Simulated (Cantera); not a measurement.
A perfectly stirred reactor is fed with 39.5 % CH4, 51.4 % CO2, 9.09 % H2O, at 34000 Pa; it is held at 1623 K, and followed from long to short residence time.

Model: GRI-Mech 3.0 (53 species, 325 reactions), integrated in Cantera.

x: mole fraction; the columns are a selection and need not sum to one.

```json
[
 {"τ (s)": "0.37", "x CH4": "0.0897", "x CO2": "0.203", "x H2": "0.172", "x C2H4": "(withheld)", "x HCO": "7.59e-9", "x CH2CO": "6.57e-5", "x CO": "0.218"},
 {"τ (s)": "0.17", "x CH4": "0.135", "x CO2": "0.276", "x H2": "0.153", "x C2H4": "(withheld)", "x HCO": "8.63e-9", "x CH2CO": "5.63e-5", "x CO": "0.152"},
 {"τ (s)": "0.075", "x CH4": "0.199", "x CO2": "0.363", "x H2": "0.135", "x C2H4": "(withheld)", "x HCO": "1.06e-8", "x CH2CO": "3.56e-5", "x CO": "0.0837"},
 {"τ (s)": "0.034", "x CH4": "0.262", "x CO2": "0.431", "x H2": "0.107", "x C2H4": "(withheld)", "x HCO": "1.31e-8", "x CH2CO": "1.89e-5", "x CO": "0.0374"},
 {"τ (s)": "0.015", "x CH4": "0.315", "x CO2": "0.475", "x H2": "0.0696", "x C2H4": "0.00640", "x HCO": "1.54e-8", "x CH2CO": "8.33e-6", "x CO": "0.0132"},
 {"τ (s)": "0.0068", "x CH4": "0.353", "x CO2": "0.497", "x H2": "0.0372", "x C2H4": "0.00622", "x HCO": "1.58e-8", "x CH2CO": "2.69e-6", "x CO": "0.00406"},
 {"τ (s)": "0.0031", "x CH4": "0.376", "x CO2": "0.508", "x H2": "0.0154", "x C2H4": "(withheld)", "x HCO": "1.26e-8", "x CH2CO": "4.53e-7", "x CO": "0.00105"},
 {"τ (s)": "0.0014", "x CH4": "0.389", "x CO2": "0.512", "x H2": "0.00481", "x C2H4": "(withheld)", "x HCO": "6.42e-9", "x CH2CO": "3.19e-8", "x CO": "0.000223"},
 {"τ (s)": "0.00061", "x CH4": "0.393", "x CO2": "0.513", "x H2": "0.00124", "x C2H4": "(withheld)", "x HCO": "1.67e-9", "x CH2CO": "1.10e-9", "x CO": "4.09e-5"},
 {"τ (s)": "0.00028", "x CH4": "0.395", "x CO2": "0.514", "x H2": "0.000377", "x C2H4": "(withheld)", "x HCO": "2.59e-10", "x CH2CO": "4.25e-11", "x CO": "9.45e-6"}
]
```

Q: What belongs in the gaps?

A: 
- 0.37, x C2H4: 0.00131
- 0.17, x C2H4: 0.00207
- 0.075, x C2H4: 0.00337
- 0.034, x C2H4: 0.00499
- 0.0031, x C2H4: 0.00397
- 0.0014, x C2H4: 0.00147
- 0.00061, x C2H4: 0.000321
- 0.00028, x C2H4: 5.76e-5
